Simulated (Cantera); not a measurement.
Source: NASA polynomial tables (part measured, part estimated), evaluated in Cantera. Values are per mole of reaction as written; species without (g) are pure solids or liquids, kept so even where they would boil at 1 bar.

Task: Between 300 and 1898 K, where is each reaction favourable under standard conditions?
- 3 H₂(g) + N₂(g) → 2 NH₃(g)
- 4 Cr + N₂(g) → 2 Cr₂N

Result: 
- 3 H₂(g) + N₂(g) → 2 NH₃(g): ΔG° is -32 kJ at 300 K and 336 kJ at 1898 K; it changes sign between 300 and 1698 K. ΔH° is -112 kJ and ΔS° -236 J/K at 1898 K.
- 4 Cr + N₂(g) → 2 Cr₂N: ΔG° is -204 kJ at 300 K and 14 kJ at 1898 K; it changes sign between 1748 and 1798 K. ΔH° is -229 kJ and ΔS° -128 J/K at 1898 K.
